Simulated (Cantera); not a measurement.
## Ta₂O₅ + CO (carbothermic reduction)

A closed system holds: 1 mol Ta₂O₅, 0.88 mol CO, at 1500 Torr.

Cantera equilibrium calculation (NASA polynomials, part measured and part estimated; ideal gas, pure solids and liquids). Candidate condensed phases: C, Ta, TaC, Ta₂O₅; 15 gas species. Mutual solubility and eutectic melting of coexisting phases are not modelled. TaC: taken at fixed stoichiometry. Condensed phases not in the tables: Ta₂C. Kinetics and transport are ignored.

```
T (K)  log p CO  log p CO₂  log p TaO₂  n C(graphite)  n Ta₂O₅(s)  n TaC(s)
-----  --------  ---------  ----------  -------------  ----------  --------
1298       0.30      -1.68        <-11        0.00904        1.00         0
1373       0.30      -2.05        <-11        0.00395        1.00         0
1448       0.30      -2.29        <-11              0       1.000  0.000637
1523       0.30      -2.30      -11.66              0       1.000  0.000633
1598       0.30      -2.30      -10.61              0       1.000  0.000629
1673       0.30      -2.30       -9.66              0       1.000  0.000626
1748       0.30      -2.30       -8.79              0       1.000  0.000624
1823       0.30      -2.31       -8.00              0       1.000  0.000622
```
log p: log10 of the partial pressure in bar; n: condensed amount in mol.

From 1298 K to 1373 K the condensed part is C(graphite) + Ta₂O₅(s). From 1448 K to 1823 K the condensed part is TaC(s) + Ta₂O₅(s).
